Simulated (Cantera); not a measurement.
**Counterflow diffusion flame**

A counterflow diffusion flame at 101000 Pa, nozzles 20 mm apart: fuel side CH3OH = 1 (molar parts) at 375 K, oxidiser side O2 : N2 = 0.28 : 0.72 (molar parts) at 500 K, fuel mass flux 1 times the oxidiser's; mixture-averaged transport, no radiation.

Cantera simulation using GRI-Mech 3.0 (53 species, 325 reactions); the numbers are that mechanism's predictions, not measurements. GRI-Mech 3.0 was tuned for natural gas; its chemistry of methanol as a main component is partial and can be far from experiment. GRI-Mech 3.0 has no aromatics or soot, which form on the fuel side of real flames. The maximum strain rate includes the flame's own expansion and is several times the mean.

```tsv
oxidiser flux (kg/m²/s)	max strain (1/s)	mean strain (1/s)	T max (K)	peak x OH	peak x H	peak x NO	peak x CO	peak x C2H2
0.25	169	29.6	2396	0.0166	0.00778	0.000516	0.219	0.000119
0.36	232	42.6	2360	0.0169	0.00863	0.000360	0.218	0.000152
0.5	309	59.2	2323	0.0171	0.00950	0.000258	0.216	0.000189
0.71	422	84.1	2278	0.0172	0.0105	0.000177	0.214	0.000235
1	573	118	2228	0.0172	0.0115	0.000122	0.211	0.000287
1.4	777	166	2178	0.0170	0.0125	8.74e-5	0.208	0.000346
2	1080	237	2131	0.0170	0.0136	6.57e-5	0.206	0.000415
2.8	1470	332	2080	0.0166	0.0146	5.10e-5	0.203	0.000478
3.9	2000	462	2029	0.0161	0.0154	4.06e-5	0.199	0.000530
5.5	2780	651	1977	0.0153	0.0162	3.24e-5	0.195	0.000561
```
x: mole fraction; the columns are a selection and need not sum to one.
